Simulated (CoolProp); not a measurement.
Vapour-liquid equilibrium of R13 (1) + n-butane (2) at 0.203 MPa; x and y are mole fractions of (1).

Values from CoolProp's multi-fluid Helmholtz-energy mixture model, Platzer 1990 and Bücker 2006; pair parameters Bell 2016. This equation is an older, rougher fit; its heat capacities, sound speeds and derivatives of the liquid may be far off and weren't checked against measurements.

Task: Give the bubble temperature and the first vapour's composition at x = 0.25, 0.35, 0.55. Is there an azeotrope?

Result: x = 0.25: 226.7 K, y = 0.949; x = 0.35: 221.0 K, y = 0.966; x = 0.55: 215.0 K, y = 0.980. No azeotrope shows between x = 0.05 and 0.95.

The pair parameters rest on a limited set of measurements; away from them the model extrapolates. With so large a gap from Raoult's law the liquid may split in two, which this calculation doesn't test in full.
